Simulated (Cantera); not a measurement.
Input (Python, Cantera):

```python
import numpy as np
import cantera as ct

gas = ct.Solution("gri30.yaml")
gas.TPX = 1400, 1333, {'H2': 0.06, 'O2': 1}
inlet = ct.Reservoir(gas, clone=True)

reactor = ct.IdealGasConstPressureReactor(gas, energy="off", clone=False)
exhaust = ct.Reservoir(gas, clone=True)
tau = [4.4, 1.1, 0.29, 0.076, 0.02, 0.0051, 0.0013, 0.00034][0]
for a, b in ((inlet, reactor), (reactor, exhaust)):
    ct.MassFlowController(a, b, mdot=lambda t: reactor.mass / tau)
net = ct.ReactorNet([reactor])
show = ['H2', 'O2', 'O', 'H', 'HO2', 'H2O', 'OH']

rows = []
print(f"{'tau/s':>10s}{'T/K':>9s}" + "".join(f"{s:>11s}" for s in show))
for tau in [4.4, 1.1, 0.29, 0.076, 0.02, 0.0051, 0.0013, 0.00034]:
    net.initial_time = 0.0
    net.advance(30 * tau)
    before = gas.X
    net.advance(40 * tau)
    drift = np.max(np.abs(gas.X - before) / (gas.X + 1e-9))
    rows.append([gas.T, *gas[show].X, drift])
    print(f"{tau:10.3e}{gas.T:9.1f}" + "".join(f"{x:11.3e}" for x in gas[show].X))
```

Output:

```
     tau/s      T/K         H2         O2          O          H        HO2        H2O         OH
 4.400e+00   1400.0  7.837e-05  9.387e-01  2.231e-03  9.559e-05  5.470e-07  5.719e-02  1.671e-03
 1.100e+00   1400.0  1.850e-04  9.351e-01  5.386e-03  3.582e-04  9.323e-07  5.638e-02  2.583e-03
 2.900e-01   1400.0  3.972e-04  9.280e-01  1.171e-02  1.148e-03  1.381e-06  5.493e-02  3.779e-03
 7.600e-02   1400.0  7.622e-04  9.167e-01  2.191e-02  2.952e-03  1.784e-06  5.259e-02  5.120e-03
 2.000e-02   1400.0  1.303e-03  9.055e-01  3.179e-02  5.302e-03  2.031e-06  4.990e-02  6.229e-03
 5.100e-03   1400.0  2.471e-03  9.003e-01  3.580e-02  7.067e-03  2.175e-06  4.712e-02  7.198e-03
 1.300e-03   1400.0  6.172e-03  9.023e-01  3.271e-02  8.170e-03  2.288e-06  4.209e-02  8.587e-03
 3.400e-04   1400.0  1.765e-02  9.123e-01  2.256e-02  7.593e-03  2.207e-06  3.042e-02  9.487e-03
```

Cantera simulation using GRI-Mech 3.0 (53 species, 325 reactions); the numbers are that mechanism's predictions, not measurements. Radical loss at walls, strong at low pressure, is not modelled. The temperature is held fixed by assumption; the heat of reaction is taken as removed at once.
